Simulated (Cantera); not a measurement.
A closed system holds: 1 mol MgO, 8.3 mol NF3, 30 mol H2, equilibrated at 7.40e-5 bar.

Equilibrium computed with Cantera from the NASA thermochemical tables; the gas is ideal and each condensed phase is pure. Candidate condensed phases: H2O, Mg, MgF2, MgO, Mg(OH)2; 50 gas species. Mutual solubility and eutectic melting of coexisting phases are not modelled. Rates play no part.

Question: Which condensed phases are stable at each of these points (T (°C)): 925, 1000, 1075, 1150, 1225, 1300, 1375, 1450, 1525, 1600?

Answer: 
```csv
T (°C),condensed phases,Mg condensed (%)
925,MgF2(s) + MgO(s),98.2
1000,MgF2(s) + MgO(s),83.4
1075,MgO(s),67.5
1150,MgO(s),52.7
1225,MgO(s),33.4
1300,MgO(s),7.4
1375,gas only,0.0
1450,gas only,0.0
1525,gas only,0.0
1600,gas only,0.0
```

From 925 °C to 1000 °C the condensed part is MgF2(s) + MgO(s). From 1075 °C to 1300 °C the condensed part is MgO(s). From 1375 °C to 1600 °C nothing is condensed.
